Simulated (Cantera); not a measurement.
## Ignition delay

Mixture: CO : H₂ : CH₄ : O₂ : N₂ = 1 : 1.4 : 0.15 : 0.714 : 2.69 (molar parts), equivalence ratio 2.1, at 1350 Torr, adiabatic and at constant pressure. Ignition delay is the time to a rise of 400 K.

Detailed kinetics in Cantera: GRI-Mech 3.0 (53 species, 325 reactions). Below about 1000 K GRI-Mech 3.0 lacks low-temperature oxidation paths.

| T0 (K) | delay (ms) |
|---|---|
| 950 | 7.93 |
| 1025 | 0.670 |
| 1100 | 0.184 |
| 1175 | 0.0827 |
| 1250 | 0.0464 |
| 1325 | 0.0296 |
| 1400 | 0.0205 |
| 1475 | 0.0151 |

```json
{
  "apparent activation energy between 1325 and 1475 K": "73 kJ/mol"
}
```
